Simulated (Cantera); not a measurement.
An isothermal, constant-pressure homogeneous reactor starts with H2 : O2 : N2 = 0.011 : 0.27 : 3.4 (molar parts), at 998 K and 0.00140 bar.

Model: the H2/O2 subset of GRI-Mech 3.0, which has no nitrogen chemistry, integrated in Cantera. Radical loss at walls, strong at low pressure, is not modelled.

Predict: x(H2) at 6.00 s; x(O2) at 6.00 s; x(H2O) at 6.00 s; x(O) at 6.00 s; x(H) at 6.00 s.


```json
{
 "x(H2) at 6.00 s": "3.46e-5 (gas-phase equilibrium 2.47e-11)",
 "x(O2) at 6.00 s": "0.0712 (gas-phase equilibrium 0.0720)",
 "x(H2O) at 6.00 s": "0.00267 (gas-phase equilibrium 0.00299)",
 "x(O) at 6.00 s": "0.00155 (gas-phase equilibrium 1.07e-9)",
 "x(H) at 6.00 s": "0.000490 (gas-phase equilibrium <1e-12)"
}
```
